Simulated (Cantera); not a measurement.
**Equilibrium for nitride etching: Si3N4 + H2 + H2O**

Input: 1 mol Si3N4, 3.3 mol H2, 3.1 mol H2O, at 0.133 bar.

These are equilibrium values from Cantera (NASA tables, ideal gas, pure condensed phases), not measurements of a reactor. Candidate condensed phases: H2O, Si, SiO2, Si2N2O, Si3N4; 35 gas species. Mutual solubility and eutectic melting of coexisting phases are not modelled. The tables hold silica as quartz up to 1696 K and as liquid above; real silica turns to tridymite and cristobalite and melts near 1996 K. The numbers say what is thermodynamically allowed, not how fast it happens.

From 1175 °C to 1400 °C the condensed part is SiO2(β-quartz) + Si2N2O(s). From 1425 °C to 1475 °C the condensed part is SiO2(condensed) + Si2N2O(s). The main Si-bearing gas is SiO throughout.

| T (°C) | x H2 | x N2 | x SiO | x H | x H2O | x NH3 | n SiO2(β-quartz) | n Si2N2O(s) | n SiO2(condensed) |
|---|---|---|---|---|---|---|---|---|---|
| 1175 | 0.861 | 0.139 | 1.49e-5 | 2.34e-5 | 0.000157 | 2.89e-6 | 1.07 | 0.967 | 0 |
| 1200 | 0.861 | 0.139 | 3.02e-5 | 3.21e-5 | 0.000166 | 2.67e-6 | 1.07 | 0.967 | 0 |
| 1225 | 0.861 | 0.139 | 5.98e-5 | 4.37e-5 | 0.000175 | 2.47e-6 | 1.07 | 0.967 | 0 |
| 1250 | 0.861 | 0.139 | 0.000116 | 5.87e-5 | 0.000184 | 2.30e-6 | 1.07 | 0.967 | 0 |
| 1275 | 0.861 | 0.139 | 0.000219 | 7.82e-5 | 0.000194 | 2.14e-6 | 1.07 | 0.967 | 0 |
| 1300 | 0.860 | 0.139 | 0.000406 | 0.000103 | 0.000203 | 1.99e-6 | 1.06 | 0.966 | 0 |
| 1325 | 0.860 | 0.139 | 0.000739 | 0.000135 | 0.000213 | 1.86e-6 | 1.06 | 0.965 | 0 |
| 1350 | 0.859 | 0.139 | 0.00132 | 0.000175 | 0.000223 | 1.74e-6 | 1.06 | 0.964 | 0 |
| 1375 | 0.858 | 0.139 | 0.00231 | 0.000226 | 0.000232 | 1.63e-6 | 1.06 | 0.962 | 0 |
| 1400 | 0.856 | 0.140 | 0.00397 | 0.000289 | 0.000242 | 1.53e-6 | 1.06 | 0.957 | 0 |
| 1425 | 0.853 | 0.140 | 0.00672 | 0.000366 | 0.000252 | 1.44e-6 | 0 | 0.950 | 1.05 |
| 1450 | 0.848 | 0.141 | 0.0112 | 0.000460 | 0.000259 | 1.35e-6 | 0 | 0.939 | 1.04 |
| 1475 | 0.839 | 0.142 | 0.0182 | 0.000573 | 0.000266 | 1.26e-6 | 0 | 0.921 | 1.02 |
x: gas mole fraction; n: condensed amount in mol.
